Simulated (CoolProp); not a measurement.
R407C along the isobar 24.4 MPa: Z from the reference equation and from simpler models built on Tc = 86.2 °C, pc = 4.632 MPa, ω = 0.363; each cubic takes its own stable root.

Model: reference Helmholtz-energy equation of state, Lemmon 2003, in CoolProp. It is a pseudo-pure fit of the blend.

```
T (°C)          phase  reference  van der Waals  Redlich-Kwong
------  -------------  ---------  -------------  -------------
45.25          liquid     0.6672          1.007         0.7542
59.25          liquid     0.6619         0.9831         0.7460
73.15          liquid     0.6595         0.9623         0.7404
87.15   supercritical     0.6599         0.9441         0.7374
101.15  supercritical     0.6632         0.9283         0.7367
115.05  supercritical     0.6695         0.9149         0.7383
129.05  supercritical     0.6790         0.9034         0.7421
143.05  supercritical     0.6916         0.8940         0.7479
156.95  supercritical     0.7070         0.8863         0.7554
170.95  supercritical     0.7252         0.8804         0.7646
184.95  supercritical     0.7456         0.8760         0.7752
198.95  supercritical     0.7675         0.8731         0.7869
212.85  supercritical     0.7902         0.8716         0.7994
226.85  supercritical     0.8133         0.8714         0.8125
```
